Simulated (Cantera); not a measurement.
Cantera with NASA thermochemical tables; ideal gases at 1 bar, condensed phases pure. Values are per mole of reaction as written; species without (g) are pure solids or liquids, kept so even where they would boil at 1 bar.

2 Cr + O₃(g) = Cr₂O₃, with ΔH° = -1276.8 kJ and ΔS° = -206.2 J/K at 300 K.

### Question
How far is the shortcut ΔG° ≈ ΔH°(300 K) − T·ΔS°(300 K) from the full temperature-dependent value at 1525, 1575, 1625, 1675, 1725, 1775 K?

### Answer
| T (K) | shortcut (kJ) | full (kJ) | difference (kJ) | difference in log10 K |
|---|---|---|---|---|
| 1525 | -962.3 | -983.1 | 20.7 | -0.71 |
| 1575 | -952.0 | -973.8 | 21.7 | -0.72 |
| 1625 | -941.7 | -964.4 | 22.7 | -0.73 |
| 1675 | -931.4 | -955.1 | 23.7 | -0.74 |
| 1725 | -921.1 | -945.7 | 24.7 | -0.75 |
| 1775 | -910.8 | -936.3 | 25.6 | -0.75 |
The shortcut ignores the heat-capacity change of the reaction.
